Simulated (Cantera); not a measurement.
A closed system holds: 1 mol Si3N4, 7.5 mol HCl, 0.84 mol N2, held at 1452 °C and 1.33 mbar.

Method: chemical equilibrium by Gibbs-energy minimisation in Cantera with the NASA 1993 tables (ideal gas, pure condensed phases). Candidate condensed phases: NH4Cl, Si, Si3N4; 28 gas species. The tables' values for SiCl3, SiCl are old estimates; treat these amounts as uncertain. Rates play no part.

What is the equilibrium state?


```
Property        Result
----------  ----------
x(H2)            0.284
x(SiCl2)         0.281
x(N2)            0.274
x(HCl)           0.152
x(H)           0.00271
x(SiCl3)       0.00209
x(Cl)          0.00113
x(SiCl)        0.00109
x(Si)         0.000761
n(Si(l))    0.0420 mol
gas amount   10.36 mol
```
